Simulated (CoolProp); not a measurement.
Saturation properties of methane (Tc = 190.6 K, pc = 45.99 bar, ω = 0.011).

Computed with CoolProp (reference Helmholtz-energy equation of state, Setzmann 1991).

```json
[
 {"T (K)": "96", "p (bar)": "0.2223", "liquid cp (kJ/(kg K))": "3.389", "surface tension (mN/m)": "16.0"},
 {"T (K)": "101.8", "p (bar)": "0.4132", "liquid cp (kJ/(kg K))": "3.418", "surface tension (mN/m)": "14.9"},
 {"T (K)": "107.6", "p (bar)": "0.7151", "liquid cp (kJ/(kg K))": "3.453", "surface tension (mN/m)": "13.7"},
 {"T (K)": "113.4", "p (bar)": "1.166", "liquid cp (kJ/(kg K))": "3.494", "surface tension (mN/m)": "12.6"},
 {"T (K)": "119.2", "p (bar)": "1.808", "liquid cp (kJ/(kg K))": "3.542", "surface tension (mN/m)": "11.5"},
 {"T (K)": "125.1", "p (bar)": "2.705", "liquid cp (kJ/(kg K))": "3.600", "surface tension (mN/m)": "10.3"},
 {"T (K)": "130.9", "p (bar)": "3.876", "liquid cp (kJ/(kg K))": "3.670", "surface tension (mN/m)": "9.24"},
 {"T (K)": "136.7", "p (bar)": "5.383", "liquid cp (kJ/(kg K))": "3.755", "surface tension (mN/m)": "8.16"},
 {"T (K)": "142.5", "p (bar)": "7.281", "liquid cp (kJ/(kg K))": "3.862", "surface tension (mN/m)": "7.11"},
 {"T (K)": "148.3", "p (bar)": "9.622", "liquid cp (kJ/(kg K))": "4.000", "surface tension (mN/m)": "6.08"},
 {"T (K)": "154.1", "p (bar)": "12.46", "liquid cp (kJ/(kg K))": "4.181", "surface tension (mN/m)": "5.08"},
 {"T (K)": "160", "p (bar)": "15.92", "liquid cp (kJ/(kg K))": "4.435", "surface tension (mN/m)": "4.10"}
]
```

It boils at 111.7 K under 1 atm.

Surface tension comes from a separate correlation (Mulero 2012).
